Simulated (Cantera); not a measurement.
A Cantera script and its output.

```python
import numpy as np
import cantera as ct

gas = ct.Solution("h2o2.yaml")
gas.TPX = 700, 55000, {'H2': 1, 'O2': 0.185, 'N2': 0.696}
flame = ct.FreeFlame(gas, width=0.061)
flame.set_refine_criteria(ratio=3, slope=0.08, curve=0.16)
flame.transport_model = "mixture-averaged"
flame.solve(loglevel=0, auto=True)
z, T = flame.grid, flame.T
thick = (T[-1] - T[0]) / np.gradient(T, z).max()
show = ['H2', 'O2', 'H2O', 'OH', 'HO2', 'H']
print(f"laminar burning velocity  {flame.velocity[0] * 100:.3f} cm/s")
print(f"burnt temperature         {T[-1]:.1f} K")
print(f"thermal thickness         {thick * 1e3:.4f} mm")
print(f"grid points               {len(z)}")
z0 = z[flame.heat_release_rate.argmax()]
print(f"{'z/mm':>9s}{'T/K':>9s}{'u/(m/s)':>9s}" + "".join(f"{s:>11s}" for s in show))
rows = []
for k in (-3, -2, -1.5, -1, -0.5, -0.25, 0, 0.25, 0.5, 1, 2, 4, 8):
    zz = z0 + k * thick
    rows.append([k * thick, np.interp(zz, z, T), np.interp(zz, z, flame.velocity),
                 *(np.interp(zz, z, flame.X[gas.species_index(s)]) for s in show)])
    print(f"{rows[-1][0] * 1e3:9.3f}{rows[-1][1]:9.1f}{rows[-1][2]:9.3f}" + "".join(f"{x:11.3e}" for x in rows[-1][3:]))
```

Output:

```
laminar burning velocity  1043.266 cm/s
burnt temperature         2168.0 K
thermal thickness         1.1087 mm
grid points               143
     z/mm      T/K  u/(m/s)         H2         O2        H2O         OH        HO2          H
   -3.326    700.0   10.433  5.316e-01  9.835e-02  5.456e-13  1.427e-16  2.292e-11  8.329e-14
   -2.217    700.0   10.433  5.316e-01  9.835e-02  5.009e-11  2.594e-13  9.859e-10  1.597e-10
   -1.663    700.0   10.433  5.316e-01  9.835e-02  1.512e-09  1.291e-11  2.780e-08  8.325e-09
   -1.109    700.0   10.433  5.316e-01  9.835e-02  3.834e-07  5.295e-09  2.648e-06  1.768e-06
   -0.554    720.3   10.704  5.285e-01  9.797e-02  1.318e-03  4.499e-05  9.706e-05  9.198e-04
   -0.277    869.3   12.715  5.000e-01  9.259e-02  1.648e-02  3.164e-04  6.588e-05  1.300e-02
    0.000   1208.1   17.273  3.905e-01  5.192e-02  1.015e-01  1.651e-03  2.852e-05  6.670e-02
    0.277   1431.0   20.351  3.118e-01  7.990e-03  1.876e-01  2.085e-03  4.362e-06  1.014e-01
    0.554   1520.5   21.520  3.047e-01  9.206e-04  2.028e-01  2.091e-03  4.756e-07  9.923e-02
    1.109   1617.2   22.732  3.123e-01  1.755e-04  2.055e-01  2.345e-03  9.138e-08  8.682e-02
    2.217   1724.9   24.050  3.229e-01  1.261e-04  2.073e-01  2.513e-03  6.493e-08  7.129e-02
    4.435   1833.5   25.348  3.338e-01  8.622e-05  2.093e-01  2.459e-03  4.567e-08  5.516e-02
    8.869   1934.7   26.530  3.440e-01  5.007e-05  2.115e-01  2.157e-03  2.896e-08  3.990e-02
```

Detailed kinetics in Cantera: the H2/O2 subset of GRI-Mech 3.0, which has no nitrogen chemistry. Burning velocities carry a grid error of a few per cent, more on coarse grids.
